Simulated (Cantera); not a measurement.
A Cantera script and its output.

```python
import numpy as np
import cantera as ct

gas = ct.Solution("gri30.yaml")
gas.TPX = 300, 1000000, {'CH4': 1, 'O2': 2.82, 'N2': 11}
flame = ct.FreeFlame(gas, width=0.008)
flame.set_refine_criteria(ratio=3, slope=0.08, curve=0.16)
flame.transport_model = "mixture-averaged"
flame.solve(loglevel=0, auto=True)
z, T = flame.grid, flame.T
thick = (T[-1] - T[0]) / np.gradient(T, z).max()
show = ['CH4', 'O2', 'CO2', 'C2H4', 'C2H2', 'HO2']
print(f"laminar burning velocity  {flame.velocity[0] * 100:.3f} cm/s")
print(f"burnt temperature         {T[-1]:.1f} K")
print(f"thermal thickness         {thick * 1e3:.4f} mm")
print(f"grid points               {len(z)}")
z0 = z[flame.heat_release_rate.argmax()]
print(f"{'z/mm':>9s}{'T/K':>9s}{'u/(m/s)':>9s}" + "".join(f"{s:>11s}" for s in show))
rows = []
for k in (-3, -2, -1.5, -1, -0.5, -0.25, 0, 0.25, 0.5, 1, 2, 4, 8):
    zz = z0 + k * thick
    rows.append([k * thick, np.interp(zz, z, T), np.interp(zz, z, flame.velocity),
                 *(np.interp(zz, z, flame.X[gas.species_index(s)]) for s in show)])
    print(f"{rows[-1][0] * 1e3:9.3f}{rows[-1][1]:9.1f}{rows[-1][2]:9.3f}" + "".join(f"{x:11.3e}" for x in rows[-1][3:]))
```

Result:

```
laminar burning velocity  5.196 cm/s
burnt temperature         1822.1 K
thermal thickness         0.2195 mm
grid points               134
     z/mm      T/K  u/(m/s)        CH4         O2        CO2       C2H4       C2H2        HO2
   -0.659    300.8    0.052  6.742e-02  1.902e-01  2.728e-06  3.479e-08  2.218e-09  4.435e-09
   -0.439    310.1    0.054  6.690e-02  1.896e-01  6.001e-05  7.416e-07  4.438e-08  6.688e-08
   -0.329    345.3    0.060  6.507e-02  1.873e-01  4.164e-04  5.010e-06  2.859e-07  4.220e-07
   -0.220    512.8    0.089  5.687e-02  1.748e-01  3.265e-03  3.779e-05  2.056e-06  4.313e-06
   -0.110    983.6    0.172  3.383e-02  1.344e-01  1.671e-02  1.846e-04  9.785e-06  3.997e-05
   -0.055   1339.8    0.235  1.589e-02  1.003e-01  3.098e-02  3.133e-04  1.783e-05  1.039e-04
    0.000   1674.3    0.292  1.462e-03  6.709e-02  5.026e-02  9.176e-05  1.900e-05  9.013e-05
    0.055   1782.4    0.310  6.606e-06  5.760e-02  6.229e-02  1.656e-07  3.104e-07  1.674e-05
    0.110   1807.5    0.313  4.879e-08  5.614e-02  6.544e-02  4.347e-10  6.113e-09  6.343e-06
    0.220   1819.0    0.315  5.252e-11  5.566e-02  6.669e-02  1.215e-13  2.064e-10  1.963e-06
    0.439   1821.8    0.316  1.638e-13  5.558e-02  6.695e-02  3.373e-17  2.400e-11  1.055e-06
    0.878   1822.1    0.316  4.771e-14  5.557e-02  6.697e-02  4.976e-18  4.252e-12  9.852e-07
    1.756   1822.1    0.316  1.893e-14  5.557e-02  6.697e-02  5.951e-19  5.107e-13  9.838e-07
```

Computed with Cantera and GRI-Mech 3.0 (53 species, 325 reactions). Burning velocities carry a grid error of a few per cent, more on coarse grids.
